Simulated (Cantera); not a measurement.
Input: 1 mol CHF3, 0.46 mol CH4, equilibrated at 263 Torr.

Cantera equilibrium calculation (NASA polynomials, part measured and part estimated; ideal gas, pure solids and liquids). Candidate condensed phases: C, C6H6, C7H8, C8H18; 95 gas species. Gases not in the tables: C2F6 and larger saturated fluorocarbons. Kinetics and transport are ignored.

**Question.** At 1873 K, list the 4 most abundant gas species with their mole fractions, and the condensed phases.

**Answer.** HF 0.986, CF4 0.0134, CF2 0.000709, F 0.000232. Condensed: C(graphite).
